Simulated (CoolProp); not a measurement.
Computed with CoolProp (reference Helmholtz-energy equation of state, Gedanitz 2015).

Problem. For cyclopentane, give the phase and the density (kg/m³), cv (kJ/(kg K)), Joule-Thomson coefficient (K/MPa), conductivity (mW/(m K)) at 351.4 K and 50.9 bar; 351.4 K and 255 bar; 351.4 K and 458 bar.

Solution. 
- 351.4 K and 50.9 bar: liquid; density 692, cv 1.50, Joule-Thomson coefficient -0.323, conductivity 110
- 351.4 K and 255 bar: liquid; density 717, cv 1.50, Joule-Thomson coefficient -0.396, conductivity 121
- 351.4 K and 458 bar: liquid; density 735, cv 1.51, Joule-Thomson coefficient -0.434, conductivity 130

Thermal conductivity comes from a separate model (Vassiliou 2015).
